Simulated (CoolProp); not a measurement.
Model: reference Helmholtz-energy equation of state, Lemmon 2006, in CoolProp. It is a short technical equation, of lower accuracy than the large ones.

Question: For C2F6 (R116), give the phase and the Z, expansivity (1/kK) at -86.85 °C and 257 kPa.

Answer: 
- -86.85 °C and 257 kPa: liquid; Z 0.0139, expansivity 2.60
